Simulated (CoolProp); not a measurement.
Toluene along the isobar 0.101 MPa: fugacity coefficient from the reference equation and from simpler models built on Tc = 318.6 °C, pc = 4.126 MPa, ω = 0.266; each cubic takes its own stable root.

Computed with CoolProp (reference Helmholtz-energy equation of state, Lemmon 2006). It is a short technical equation, of lower accuracy than the large ones.

```json
[
 {"T (°C)": "-77.45", "phase": "liquid", "reference": "6.037e-6", "van der Waals": "0.03694", "Peng-Robinson": "9.097e-6"},
 {"T (°C)": "-66.75", "phase": "liquid", "reference": "2.432e-5", "van der Waals": "0.06224", "Peng-Robinson": "3.384e-5"},
 {"T (°C)": "-55.95", "phase": "liquid", "reference": "8.464e-5", "van der Waals": "(withheld)", "Peng-Robinson": "0.0001103"},
 {"T (°C)": "-45.25", "phase": "liquid", "reference": "0.0002546", "van der Waals": "0.1528", "Peng-Robinson": "0.0003148"},
 {"T (°C)": "-34.55", "phase": "liquid", "reference": "0.0006832", "van der Waals": "0.2246", "Peng-Robinson": "0.0008092"},
 {"T (°C)": "-23.85", "phase": "liquid", "reference": "0.001661", "van der Waals": "0.3193", "Peng-Robinson": "0.001900"},
 {"T (°C)": "-13.15", "phase": "liquid", "reference": "0.003710", "van der Waals": "0.4406", "Peng-Robinson": "0.004123"},
 {"T (°C)": "-2.35", "phase": "liquid", "reference": "0.007738", "van der Waals": "0.5939", "Peng-Robinson": "(withheld)"},
 {"T (°C)": "8.35", "phase": "liquid", "reference": "0.01501", "van der Waals": "0.7798", "Peng-Robinson": "0.01600"},
 {"T (°C)": "19.05", "phase": "liquid", "reference": "0.02749", "van der Waals": "0.9638", "Peng-Robinson": "0.02886"},
 {"T (°C)": "29.75", "phase": "liquid", "reference": "0.04784", "van der Waals": "0.9666", "Peng-Robinson": "(withheld)"},
 {"T (°C)": "40.55", "phase": "liquid", "reference": "0.07993", "van der Waals": "0.9690", "Peng-Robinson": "0.08212"},
 {"T (°C)": "51.25", "phase": "liquid", "reference": "0.1276", "van der Waals": "(withheld)", "Peng-Robinson": "0.1301"},
 {"T (°C)": "61.95", "phase": "liquid", "reference": "0.1964", "van der Waals": "0.9732", "Peng-Robinson": "0.1992"},
 {"T (°C)": "72.65", "phase": "liquid", "reference": "0.2925", "van der Waals": "0.9750", "Peng-Robinson": "0.2955"},
 {"T (°C)": "83.45", "phase": "liquid", "reference": "0.4244", "van der Waals": "(withheld)", "Peng-Robinson": "0.4275"}
]
```

Task: What belongs in the gaps?

Result: 
- -55.95, van der Waals: 0.09996
- -2.35, Peng-Robinson: 0.008402
- 29.75, Peng-Robinson: 0.04963
- 51.25, van der Waals: 0.9712
- 83.45, van der Waals: 0.9767

At some of these states van der Waals gives the other phase, because its saturation line lies elsewhere.
